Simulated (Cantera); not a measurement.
Diamond growth

A diamond (100) surface in a fixed gas of H2 with x(CH4) = 0.002, x(H) = 0.0024, at 1050 K, 0.0148 atm; coverages are run to steady state.

Computed with Cantera and the Harris–Goodwin 1993 mechanism for the reconstructed diamond (100) surface.

```tsv
x(CH3)	growth (µm/h)	θ c6HH	θ c6H*	θ c6*H	θ c6**	θ c6HM
1e-06	0.00534	0.555	0.0228	0.409	0.0131	9.81e-5
2.2e-06	0.0117	0.555	0.0228	0.409	0.0131	0.000216
4.9e-06	0.0261	0.555	0.0228	0.409	0.0131	0.000480
1.1e-05	0.0586	0.554	0.0228	0.408	0.0131	0.00108
2.4e-05	0.128	0.553	0.0228	0.408	0.0130	0.00235
5.4e-05	0.285	0.551	0.0227	0.406	0.0129	0.00525
0.00012	0.627	0.546	0.0225	0.402	0.0127	0.0115
0.00026	1.32	0.536	0.0220	0.394	0.0123	0.0244
0.00058	2.80	0.515	0.0211	0.378	0.0114	0.0516
```
θ: site fractions in the mechanism's names (c6HH fully hydrogenated, c6H* and c6*H radical sites, c6** diradical, c6HM methylated).
